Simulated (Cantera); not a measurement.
A freely propagating, adiabatic, planar premixed flame of CH₄ : C₂H₆ : O₂ : N₂ = 1 : 0.64 : 6.14 : 23.1 (molar parts), equivalence ratio 0.69, unburnt at 675 K and 500000 Pa; mixture-averaged transport, grid criteria slope 0.08 and curve 0.16, no radiation.

Model: GRI-Mech 3.0 (53 species, 325 reactions), integrated in Cantera. Burning velocities carry a grid error of a few per cent, more on coarse grids.

Question: How do the results move with these cheaper or finer settings: unity-Lewis-number transport; multicomponent transport; multicomponent+Soret transport; grid criteria slope 0.5, curve 1; grid criteria slope 0.25, curve 0.5; grid criteria slope 0.03, curve 0.06?

Answer: 
| setting | laminar burning velocity | thermal thickness | peak x(CH₃) | peak x(H) | grid points |
|---|---|---|---|---|---|
| as above | 71.0 cm/s | 0.105 mm | 0.000853 | 0.00117 | 141 |
| unity-Lewis-number transport | 66.5 cm/s | 0.101 mm | 0.000828 | 0.00149 | 135 |
| multicomponent transport | 71.7 cm/s | 0.105 mm | 0.000862 | 0.00118 | 141 |
| multicomponent+Soret transport | 71.0 cm/s | 0.106 mm | 0.000850 | 0.00117 | 141 |
| grid criteria slope 0.5, curve 1 | 78.6 cm/s | 0.113 mm | 0.000841 | 0.00124 | 37 |
| grid criteria slope 0.25, curve 0.5 | 74.0 cm/s | 0.108 mm | 0.000848 | 0.00119 | 58 |
| grid criteria slope 0.03, curve 0.06 | 69.4 cm/s | 0.104 mm | 0.000850 | 0.00115 | 344 |
The base run took roughly 9 core-seconds.
Unity Lewis numbers drop preferential diffusion, which matters most where H2 and H carry the flame; Soret adds thermal diffusion.
